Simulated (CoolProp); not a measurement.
Aqueous potassium carbonate as a coolant, 9 % by mass, freezing at -3.2 °C, 1 atm.

The numbers come from the Melinder's fits for secondary coolants in CoolProp.

```tsv
T (°C)	density (kg/m³)	conductivity (W/(m K))	cp (kJ/(kg K))	viscosity (mPa s)
2.3	1086	0.561	3.705	…
10.4	1084	0.574	…	1.56
18.6	1082	0.587	3.732	1.27
26.8	1079	…	3.746	…
34.9	…	0.615	…	0.906
```

Q: Fill in the missing entries.

A: 
- 2.3, viscosity (mPa s): 1.96
- 10.4, cp (kJ/(kg K)): 3.718
- 26.8, conductivity (W/(m K)): 0.601
- 26.8, viscosity (mPa s): 1.07
- 34.9, density (kg/m³): 1076
- 34.9, cp (kJ/(kg K)): 3.760
